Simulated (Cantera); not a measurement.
An isothermal, constant-pressure homogeneous reactor starts with H2 : O2 : N2 = 0.56 : 1 : 2 (molar parts), equivalence ratio 0.28, at 1300 K and 100.0 Torr.

Cantera simulation using the H2/O2 subset of GRI-Mech 3.0, which has no nitrogen chemistry; the numbers are that mechanism's predictions, not measurements. The temperature is held fixed by assumption; the heat of reaction is taken as removed at once.

x: mole fraction; the columns are a selection and need not sum to one.

```csv
t (s),x H2,x O2,x O,x OH,x H,x H2O
9.00e-6,0.157,0.281,6.26e-9,4.55e-9,2.30e-8,8.53e-9
2.85e-5,0.157,0.281,8.67e-8,5.84e-8,2.37e-7,2.60e-7
9.00e-5,0.157,0.281,4.73e-5,3.16e-5,0.000125,0.000175
0.000285,0.0110,0.206,0.0323,0.00790,0.0458,0.123
0.000900,0.00405,0.214,0.00982,0.00477,0.00802,0.158
0.00285,0.000415,0.219,0.000944,0.00147,0.000233,0.169
0.00900,?,0.219,?,?,?,0.170
0.0285,5.29e-6,0.219,1.32e-5,0.000175,3.82e-7,0.171
0.0900,1.12e-6,0.219,2.90e-6,8.22e-5,3.93e-8,0.171
0.285,3.00e-7,0.219,7.94e-7,4.30e-5,5.64e-9,0.171
0.900,1.14e-7,0.220,3.01e-7,2.64e-5,1.34e-9,0.171
2.85,8.75e-8,0.220,2.29e-7,2.31e-5,9.05e-10,0.171
9.00,8.72e-8,0.220,2.28e-7,2.30e-5,9.01e-10,0.171
```

Problem. Some entries are withheld; supply them.

Solution. 
- 0.00900, x H2: 3.65e-5
- 0.00900, x O: 8.54e-5
- 0.00900, x OH: 0.000445
- 0.00900, x H: 6.33e-6
